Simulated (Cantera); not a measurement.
A perfectly stirred reactor is fed with CH₄ : H₂ : N₂ = 0.018 : 1 : 7.5e-05 (molar parts), at 14.3 Torr; it is held at 1700 K, and followed from long to short residence time.

Model: GRI-Mech 3.0 (53 species, 325 reactions), integrated in Cantera. GRI-Mech 3.0 stops at C3 and has no aromatics, soot or wall deposition, so with more carbon than oxygen in the feed, carbon stays in small species such as C2H2 where larger ones or solid carbon would form. Radical loss at walls, strong at low pressure, is not modelled.

Task: Predict: x(CH₄) at τ = 3.00 s; x(H₂) at τ = 3.00 s; x(H) at τ = 3.00 s; x(C₂H₂) at τ = 3.00 s; x(CH₃) at τ = 3.00 s; x(CH₄) at τ = 44.0 ms; x(H₂) at τ = 44.0 ms; x(H) at τ = 44.0 ms; x(C₂H₂) at τ = 44.0 ms; x(CH₃) at τ = 44.0 ms.

Result: 
```
Item                       Value
----------------------  --------
x(CH₄) at τ = 3.00 s     0.00770
x(H₂) at τ = 3.00 s        0.986
x(H) at τ = 3.00 s      0.000963
x(C₂H₂) at τ = 3.00 s    0.00481
x(CH₃) at τ = 3.00 s    0.000152
x(CH₄) at τ = 44.0 ms     0.0174
x(H₂) at τ = 44.0 ms       0.982
x(H) at τ = 44.0 ms     0.000383
x(C₂H₂) at τ = 44.0 ms   5.13e-5
x(CH₃) at τ = 44.0 ms   0.000138
```
